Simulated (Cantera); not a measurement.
A jet of 1.26 % CH4, 8.25 % O2, 90.5 % N2 at 300 K and 30.8 Torr hits a platinum plate 8.9 cm away at a mass flux of 0.023 kg/m²/s; the plate temperature is set and raised in steps from an oxygen-covered start.

Computed with Cantera and Deutschmann's 1995 Pt surface mechanism with GRI-Mech 3.0 gas chemistry. Catalytic surfaces can have several steady states; this one follows from the mechanism file's or the stated starting coverage.

One state of this run: wall x CH4 = 0.00484; wall x O2 = 0.0661; wall x H2O = 0.0144; wall x OH = 8.56e-8; wall x CO = 3.03e-6; wall x CO2 = 0.00942; θ free Pt = 0.339; θ O* = 0.660. x: mole fraction at the wall; θ: surface coverage.

Which value of plate T (K) does it belong to?
A) 1000
B) 950
C) 1100
D) 900

B, 950
